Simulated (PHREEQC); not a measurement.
Consider water at 85 °C with 1.2 mmol/kgw HF, 0.043 mmol/kgw NH4HF2, 0.17 mmol/kgw H3PO4 and 0.12 mmol/kgw NaHF2. Closed to the air; pH follows from the charge balance.

All values are PHREEQC results (ion-association model, wateq4f.dat), not measurements.

No solid was allowed to form.

**Question.** Predict the pH, ionic strength.

**Answer.** pH 3.34; ionic strength 0.000633 mol/kgw.

**Question.** In which forms is P present?

**Answer.** H2PO4- 89 %, H3PO4 11 % of the P.

Complexes and solids missing from the database can't appear. H3PO4, which wateq4f.dat lacks, is added to it with the constant of phreeqc.dat. Constants without temperature data keep their 25 °C values here.
